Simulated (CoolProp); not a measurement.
Values from CoolProp's reference Helmholtz-energy equation of state, Thol 2016.

### Question
For R1234ze(E), give the phase and the viscosity (µPa s), Prandtl number at 118.75 °C and 0.0974 MPa; 118.75 °C and 15 MPa.

### Answer
- 118.75 °C and 0.0974 MPa: gas; viscosity 16.2, Prandtl number 0.767
- 118.75 °C and 15 MPa: supercritical; viscosity 102, Prandtl number 2.44

Viscosity comes from a separate model (Bell 2016), an estimate that may be off by 10 % or more. Thermal conductivity comes from a separate model (Perkins 2011).
